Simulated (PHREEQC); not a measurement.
Solution (45 °C): 0.011 mol/kgw HF, 0.0013 mol/kgw KF and 0.00036 mol/kgw (NH4)2SiF6. It is in equilibrium with CO2 at log p = 0 (atm). Otherwise closed; pH follows from the charge balance.

The numbers come from PHREEQC with the ion-association model, phreeqc.dat.

```yaml
pH: 2.80
ionic_strength: 0.00407 mol/kgw
total_alkalinity: -12.4 meq/kg
```

```tsv
species	molality	activity	log γ
CO2	0.0213	0.0213	0.000
HF	0.00921	0.00921	0.000
F-	0.00287	0.00267	-0.031
H+	0.00169	0.00158	-0.028
K+	0.00130	0.00121	-0.031
NH4+	0.000720	0.000669	-0.032
```

This is a speciation only: nothing precipitates in the calculation. Complexes and solids missing from the database can't appear. At this temperature some constants are extrapolated from 25 °C, and those without enthalpy data are left unchanged. SiF6-2 is the database's only silicon fluoride.
